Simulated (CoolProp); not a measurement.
Vapour-liquid equilibrium of cyclohexane (1) + ethylbenzene (2) at 0.643 bar; x and y are mole fractions of (1).

Values from CoolProp's multi-fluid Helmholtz-energy mixture model, Zhou 2014 and Zhou 2012; pair parameters Bell 2016.

Task: Give the bubble temperature and the first vapour's composition at x = 0.05, 0.2, 0.425. Is there an azeotrope?

Result: x = 0.05: 386.5 K, y = 0.217; x = 0.2: 371.2 K, y = 0.591; x = 0.425: 357.1 K, y = 0.814. No azeotrope shows between x = 0.05 and 0.95.

The pair parameters rest on a limited set of measurements; away from them the model extrapolates.
